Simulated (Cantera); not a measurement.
A counterflow diffusion flame at 1.90 bar, nozzles 20 mm apart: fuel side CH4 : C2H6 : C3H8 = 1 : 0.072 : 0.045 (molar parts) at 300 K, oxidiser side O2 : N2 = 0.27 : 0.73 (molar parts) at 723 K, fuel mass flux 1.5 times the oxidiser's; mixture-averaged transport, no radiation.

Detailed kinetics in Cantera: GRI-Mech 3.0 (53 species, 325 reactions). GRI-Mech 3.0 has no aromatics or soot, which form on the fuel side of real flames. The maximum strain rate includes the flame's own expansion and is several times the mean.

x: mole fraction; the columns are a selection and need not sum to one.

| oxidiser flux (kg/m²/s) | max strain (1/s) | mean strain (1/s) | T max (K) | peak x OH | peak x H | peak x NO | peak x CO | peak x C2H2 |
|---|---|---|---|---|---|---|---|---|
| 0.47 | 294 | 51.2 | 2509 | 0.0153 | 0.00559 | 0.00103 | 0.0979 | 0.0275 |
| 0.67 | 407 | 72.9 | 2481 | 0.0155 | 0.00581 | 0.000857 | 0.0950 | 0.0269 |
| 0.93 | 551 | 101 | 2458 | 0.0157 | 0.00608 | 0.000747 | 0.0929 | 0.0264 |
| 1.3 | ___ | 142 | 2434 | 0.0158 | 0.00636 | ___ | 0.0907 | 0.0257 |
| 1.8 | 1010 | 196 | 2414 | 0.0158 | 0.00663 | 0.000577 | 0.0888 | 0.0249 |
| 2.6 | 1430 | 283 | 2394 | 0.0159 | 0.00696 | 0.000503 | 0.0869 | 0.0240 |
| 3.6 | 1930 | 392 | 2377 | 0.0158 | 0.00722 | 0.000441 | 0.0852 | 0.0230 |
| 5.1 | 2670 | 555 | 2356 | 0.0155 | 0.00745 | 0.000375 | 0.0835 | 0.0217 |
| 7.1 | ___ | 773 | 2333 | 0.0152 | 0.00760 | ___ | 0.0821 | 0.0202 |
| 9.9 | 4950 | 1080 | 2309 | 0.0147 | 0.00770 | 0.000253 | 0.0810 | 0.0186 |

Problem. What belongs in the gaps?

Solution. 
- 1.3, max strain (1/s): 750
- 1.3, peak x NO: 0.000653
- 7.1, max strain (1/s): 3630
- 7.1, peak x NO: 0.000313
